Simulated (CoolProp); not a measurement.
The fluid at 298.15 K and 0.0113 MPa expands adiabatically to 0.00637 MPa with isentropic efficiency 0.9. The same conditions are run with several fluids, on thermodynamics alone (safety and materials aside).

Computed with CoolProp (reference Helmholtz-energy equation of state of each fluid (methanol: de Reuck 1993; R125: Lemmon 2005; oxygen: Schmidt 1985; chlorine: Thol 2021; R142b: Lemmon 2006)).

```csv
fluid,work (kJ/kg),final temperature (K),final phase,final density (kg/m³)
methanol,37.8,280.5,"two-phase, vapour fraction 0.993",0.0895
R125,10.4,284.7,gas,0.323
oxygen,36.9,257.9,gas,0.0951
chlorine,16.8,262.6,gas,0.207
R142b,12.3,282.9,gas,0.273
```
